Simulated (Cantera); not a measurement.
Cantera run:

```python
import numpy as np
import cantera as ct

gas_names = """
    F F2 H HF H2 H2F2 H3F3 H4F4 H5F5 H6F6 H7F7 N NF NF2 NF3 NH NH2 NH3 N2 N2H2 N2H4 Si SiF SiF2 SiF3
    SiF4 SiH SiHF3 SiH2 SiH2F2 SiH3 SiH3F SiH4 SiN Si2 Si2N Si3
""".split()
cond_names = """
    Si(cr) Si(L) Si3N4(a)
""".split()


# ... load() reads the species with a 1 bar reference pressure and builds the phases ...
atoms = {
    'Si3N4': {'Si': 3, 'N': 4},
    'HF': {'H': 1, 'F': 1},
}
top_T = {'Si3N4(a)': 2400}  # K; cautious upper limits of use, not melting points


# ... equilibrate(T, P, feed) seeds the gas with the atoms and calls Mixture.equilibrate('TP', solver="vcs", rtol=1e-11, max_steps=5000) ...
results = []
P = 7700  # Pa
for T in [1573, 1623, 1673, 1723, 1773, 1823, 1873, 1923, 1973, 2023, 2073, 2123]:
    for m in [7.3, 9, 11, 14, 17, 21, 26, 32, 39]:
        feed = {'Si3N4': 1, 'HF': m}  # mol
        mix = equilibrate(T, P, feed)
        results.append((T, P, feed, dict(zip(mix.species_names, mix.species_moles))))

for T, P, feed, n in results:
    print(f"{T:7g} {feed['HF']:10.4g}  " + (" + ".join(c for c in cond_names if n.get(c, 0) > 1e-12) or "gas only"))
```

Result:

```
   1573        7.3  Si3N4(a)
   1573          9  Si3N4(a)
   1573         11  Si3N4(a)
   1573         14  gas only
   1573         17  gas only
   1573         21  gas only
   1573         26  gas only
   1573         32  gas only
   1573         39  gas only
   1623        7.3  Si3N4(a)
   1623          9  Si3N4(a)
   1623         11  Si3N4(a)
   1623         14  gas only
   1623         17  gas only
   1623         21  gas only
   1623         26  gas only
   1623         32  gas only
   1623         39  gas only
   1673        7.3  Si3N4(a)
   1673          9  Si3N4(a)
   1673         11  gas only
   1673         14  gas only
   1673         17  gas only
   1673         21  gas only
   1673         26  gas only
   1673         32  gas only
   1673         39  gas only
   1723        7.3  Si3N4(a)
   1723          9  Si3N4(a)
   1723         11  gas only
   1723         14  gas only
   1723         17  gas only
   1723         21  gas only
   1723         26  gas only
   1723         32  gas only
   1723         39  gas only
   1773        7.3  Si3N4(a)
   1773          9  Si3N4(a)
   1773         11  gas only
   1773         14  gas only
   1773         17  gas only
   1773         21  gas only
   1773         26  gas only
   1773         32  gas only
   1773         39  gas only
   1823        7.3  Si3N4(a)
   1823          9  Si3N4(a)
   1823         11  gas only
   1823         14  gas only
   1823         17  gas only
   1823         21  gas only
   1823         26  gas only
   1823         32  gas only
   1823         39  gas only
   1873        7.3  Si(L)
   1873          9  gas only
   1873         11  gas only
   1873         14  gas only
   1873         17  gas only
   1873         21  gas only
   1873         26  gas only
   1873         32  gas only
   1873         39  gas only
   1923        7.3  Si(L)
   1923          9  gas only
   1923         11  gas only
   1923         14  gas only
   1923         17  gas only
   1923         21  gas only
   1923         26  gas only
   1923         32  gas only
   1923         39  gas only
   1973        7.3  Si(L)
   1973          9  gas only
   1973         11  gas only
   1973         14  gas only
   1973         17  gas only
   1973         21  gas only
   1973         26  gas only
   1973         32  gas only
   1973         39  gas only
   2023        7.3  Si(L)
   2023          9  gas only
   2023         11  gas only
   2023         14  gas only
   2023         17  gas only
   2023         21  gas only
   2023         26  gas only
   2023         32  gas only
   2023         39  gas only
   2073        7.3  Si(L)
   2073          9  gas only
   2073         11  gas only
   2073         14  gas only
   2073         17  gas only
   2073         21  gas only
   2073         26  gas only
   2073         32  gas only
   2073         39  gas only
   2123        7.3  Si(L)
   2123          9  gas only
   2123         11  gas only
   2123         14  gas only
   2123         17  gas only
   2123         21  gas only
   2123         26  gas only
   2123         32  gas only
   2123         39  gas only
```

Cantera equilibrium calculation (NASA polynomials, part measured and part estimated; ideal gas, pure solids and liquids). The tables' values for SiF2, SiF3 are old estimates.
